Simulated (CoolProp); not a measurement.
Normal hydrogen along the isotherm -237.05 °C: fugacity coefficient from the reference equation and from simpler models built on Tc = -240.0 °C, pc = 1.296 MPa, ω = -0.219; each cubic takes its own stable root.

The numbers come from the reference Helmholtz-energy equation of state, Leachman 2009 in CoolProp.

| p (MPa) | phase | reference | van der Waals | Redlich-Kwong |
|---|---|---|---|---|
| 0.0205 | gas | 0.9959 | 0.9962 | 0.9958 |
| 0.0346 | gas | 0.9931 | 0.9936 | 0.9929 |
| 0.0584 | gas | 0.9884 | 0.9892 | 0.9881 |
| 0.0985 | gas | 0.9804 | 0.9817 | 0.9799 |
| 0.166 | gas | ___ | 0.9693 | 0.9662 |
| 0.281 | gas | 0.9445 | 0.9481 | 0.9432 |
| 0.474 | gas | 0.9068 | 0.9127 | 0.9050 |
| 0.799 | gas | 0.8442 | 0.8533 | 0.8420 |
| 1.35 | supercritical | ___ | ___ | ___ |
| 2.28 | supercritical | 0.5595 | 0.5788 | ___ |
| 3.84 | supercritical | 0.4098 | 0.4451 | 0.4293 |
| 6.48 | supercritical | 0.3288 | 0.3840 | ___ |

Some entries are withheld; supply them.


- 0.166, reference: 0.9671
- 1.35, reference: 0.7386
- 1.35, van der Waals: 0.7514
- 1.35, Redlich-Kwong: 0.7382
- 2.28, Redlich-Kwong: 0.5739
- 6.48, Redlich-Kwong: 0.3476
